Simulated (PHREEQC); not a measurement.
Consider water at 20 °C with 0.00104 mol CuSO4 and 0.0072 mol HCl per kg of water. Closed to the air; pH follows from the charge balance.

The numbers come from PHREEQC with the ion-association model, wateq4f.dat.

Question: The ionic strength comes out as 0.0105 mol/kgw. What activity coefficients do SO4-2, H+, Cl-, Cu+2, CuCl+ get?

Answer: SO4-2 0.66, H+ 0.91, Cl- 0.90, Cu+2 0.67, CuCl+ 0.90.

This is a speciation only: nothing precipitates in the calculation. Species that the database lacks are ignored.
